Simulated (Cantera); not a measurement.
A freely propagating, adiabatic, planar premixed flame of 53.2 % H2, 9.84 % O2, 37.0 % N2, unburnt at 650 K and 4.80 bar; mixture-averaged transport, grid criteria slope 0.08 and curve 0.16, no radiation.

Cantera simulation using the H2/O2 subset of GRI-Mech 3.0, which has no nitrogen chemistry; the numbers are that mechanism's predictions, not measurements. The hydrogen kinetics of GRI-Mech 3.0 are dated; newer H2 mechanisms differ, most at raised pressure. Burning velocities carry a grid error of a few per cent, more on coarse grids.

Q: Predict: laminar burning velocity; thermal thickness; peak x(H2O2); peak x(O); peak x(HO2).

A: 
```
Property                     Result
------------------------  ---------
laminar burning velocity   949 cm/s
thermal thickness         0.0669 mm
peak x(H2O2)                2.84e-5
peak x(O)                   0.00145
peak x(HO2)                0.000669
```
